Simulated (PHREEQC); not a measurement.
**Hard or scaling water: an equilibrium model**

A solution holds 0.0059 mol BaCl2, 0.0091 mol NaF and 0.021 mol NaCl per kg of water, at 20 °C. Closed to the air; pH follows from the charge balance.

The numbers come from PHREEQC with the ion-association model, wateq4f.dat.

Each row changes one thing in this solution. This is a speciation only: nothing precipitates in the calculation.

```tsv
case	pH	NaF (mol/kgw)	HF (mol/kgw)	HF2- (mol/kgw)	BaOH+ (mol/kgw)	SI of BaF2 (BaF2)	SI of Halite (NaCl)
as made	7.57	0.000104	2.70e-7	9.04e-9	4.20e-9	-1.05	-4.75
temperature from 20 to 10 °C	7.71	0.000104	1.63e-7	4.91e-9	5.93e-9	-1.02	-4.72
BaCl2 from 0.0059 to 0.0118 mol/kgw	7.55	9.84e-5	2.70e-7	9.09e-9	7.60e-9	-0.81	-4.64
BaCl2 from 0.0059 to 0.00885 mol/kgw	7.56	0.000101	2.70e-7	9.06e-9	5.97e-9	-0.91	-4.69
NaF from 0.0091 to 0.00091 mol/kgw	7.21	7.82e-6	6.28e-8	2.10e-10	1.91e-9	-3.01	-4.87
BaCl2 from 0.0059 to 0.0295 mol/kgw	7.52	8.80e-5	2.71e-7	9.22e-9	1.54e-8	-0.54	-4.42
NaCl from 0.021 to 0.0105 mol/kgw	7.58	7.04e-5	2.72e-7	9.10e-9	4.50e-9	-1.00	-5.09
```

At this temperature some constants are extrapolated from 25 °C, and those without enthalpy data are left unchanged.
